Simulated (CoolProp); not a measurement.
Saturation properties of n-perfluorohexane.

Computed with CoolProp (reference Helmholtz-energy equation of state, Gao 2022).

| T (K) | p (kPa) | liquid cp (kJ/(kg K)) | vapour Z |
|---|---|---|---|
| 205.7 | 0.04281 | 0.9040 | 0.9999 |
| 212.1 | 0.08521 | 0.9133 | 0.9998 |
| 218.6 | 0.1630 | 0.9230 | 0.9996 |
| 225 | 0.2949 | 0.9327 | 0.9994 |
| 231.4 | 0.5125 | 0.9425 | 0.9990 |
| 237.9 | 0.8649 | 0.9525 | 0.9985 |
| 244.3 | 1.399 | 0.9625 | 0.9977 |
| 250.8 | 2.210 | 0.9727 | 0.9967 |

It boils at 330.3 K under 1 atm.
